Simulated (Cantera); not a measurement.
A closed system holds: 1 mol NiS, 22 mol H2, 78 mol N2, at 95.0 Pa.

Method: chemical equilibrium by Gibbs-energy minimisation in Cantera with the NASA 1993 tables (ideal gas, pure condensed phases). Candidate condensed phases: Ni, NiS, NiS2, Ni3S2, Ni3S4, S; 17 gas species. Rates play no part.

Which condensed phases are stable at each of these points (T (°C)): 1350, 1375, 1400, 1425, 1450, 1475, 1500, 1525, 1550, 1575, 1600, 1625?


| T (°C) | condensed phases | Ni condensed (%) |
|---|---|---|
| 1350 | Ni(s) | 91.8 |
| 1375 | Ni(s) | 87.2 |
| 1400 | Ni(s) | 80.1 |
| 1425 | Ni(s) | 69.5 |
| 1450 | Ni(s) | 53.7 |
| 1475 | Ni(l) | 31.4 |
| 1500 | gas only | 0.0 |
| 1525 | gas only | 0.0 |
| 1550 | gas only | 0.0 |
| 1575 | gas only | 0.0 |
| 1600 | gas only | 0.0 |
| 1625 | gas only | 0.0 |

From 1350 °C to 1450 °C the condensed part is Ni(s). At 1475 °C the condensed part is Ni(l). From 1500 °C to 1625 °C nothing is condensed.
